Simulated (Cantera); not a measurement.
## Roasting and sulfation: Fe₂O₃ + H₂S + H₂O

Feed: 1 mol Fe₂O₃, 0.14 mol H₂S, 0.52 mol H₂O, held at 5.70 bar.

These are equilibrium values from Cantera (NASA tables, ideal gas, pure condensed phases), not measurements of a reactor. Candidate condensed phases: Fe, FeO, Fe(OH)₂, Fe(OH)₃, FeS, FeSO₄, FeS₂, Fe₂O₃, Fe₂(SO₄)₃, Fe₃O₄, H₂O, H₂SO₄, S; 22 gas species. Mutual solubility and eutectic melting of coexisting phases are not modelled. The tables' stoichiometric FeO is somewhat more stable than real wüstite, so its field is too wide. FeO, FeS: taken at fixed stoichiometry. Gases not in the tables: S₃ to S₇. Equilibrium is a limit: real reactors are often held back by kinetics, nucleation or transport.

At 900 °C the condensed part is FeS(s) + Fe₃O₄(s). From 950 °C to 1150 °C the condensed part is Fe₃O₄(s). From 1200 °C to 1350 °C the condensed part is FeO(s) + Fe₃O₄(s). From 1400 °C to 1450 °C the condensed part is FeO(l) + Fe₃O₄(s). The main Fe-bearing gas is Fe(OH)₂ throughout.

| T (°C) | x H₂O | x SO₂ | x H₂S | x H₂ | x S₂ | x S₂O | x SO | n FeS(s) | n Fe₃O₄(s) | n FeO(s) | n FeO(l) |
|---|---|---|---|---|---|---|---|---|---|---|---|
| 900 | 0.825 | 0.139 | 0.0232 | 0.00415 | 0.00724 | 0.000780 | 4.02e-5 | 0.00161 | 0.666 | 0 | 0 |
| 950 | 0.823 | 0.139 | 0.0234 | 0.00571 | 0.00832 | 0.000850 | 6.91e-5 | 0 | 0.667 | 0 | 0 |
| 1000 | 0.822 | 0.139 | 0.0222 | 0.00751 | 0.00871 | 0.000867 | 0.000112 | 0 | 0.667 | 0 | 0 |
| 1050 | 0.820 | 0.139 | 0.0210 | 0.00965 | 0.00901 | 0.000879 | 0.000174 | 0 | 0.667 | 0 | 0 |
| 1100 | 0.818 | 0.140 | 0.0198 | 0.0121 | 0.00922 | 0.000884 | 0.000262 | 0 | 0.667 | 0 | 0 |
| 1150 | 0.815 | 0.141 | 0.0186 | 0.0150 | 0.00933 | 0.000883 | 0.000383 | 0 | 0.667 | 0 | 0 |
| 1200 | 0.812 | 0.148 | 0.0142 | 0.0167 | 0.00732 | 0.000748 | 0.000524 | 0 | 0.652 | 0.0447 | 0 |
| 1250 | 0.811 | 0.163 | 0.00635 | 0.0152 | 0.00289 | 0.000387 | 0.000603 | 0 | 0.618 | 0.146 | 0 |
| 1300 | 0.812 | 0.170 | 0.00283 | 0.0139 | 0.00109 | 0.000188 | 0.000653 | 0 | 0.602 | 0.193 | 0 |
| 1350 | 0.812 | 0.172 | 0.00130 | 0.0128 | 0.000414 | 9.07e-5 | 0.000688 | 0 | 0.596 | 0.213 | 0 |
| 1400 | 0.814 | 0.174 | 0.000498 | 0.0110 | 0.000123 | 3.63e-5 | 0.000666 | 0 | 0.591 | 0 | 0.227 |
| 1450 | 0.816 | 0.174 | 0.000156 | 0.00877 | 2.76e-5 | 1.18e-5 | 0.000592 | 0 | 0.588 | 0 | 0.236 |
x: gas mole fraction; n: condensed amount in mol.
